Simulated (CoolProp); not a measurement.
Properties of acetone at several states (Tc = 235.0 °C, pc = 4692 kPa, ω = 0.307).

Computed with CoolProp (reference Helmholtz-energy equation of state, Lemmon 2006). It is a short technical equation, of lower accuracy than the large ones.

```tsv
T (°C)	p (kPa)	phase	density (kg/m³)	cp (kJ/(kg K))	speed of sound (m/s)	expansivity (1/kK)
-49.65	20.4	liquid	865.0	2.018	1522	1.224
154.65	7380	liquid	633.9	2.569	673.4	2.344
140.35	1870	liquid	638.3	2.581	655.9	2.531
-86.95	1560	liquid	905.5	1.992	1728	1.188
249.55	40.1	gas	0.5375	1.927	283.6	1.934
173.65	437	gas	7.276	1.838	251.2	2.819
```
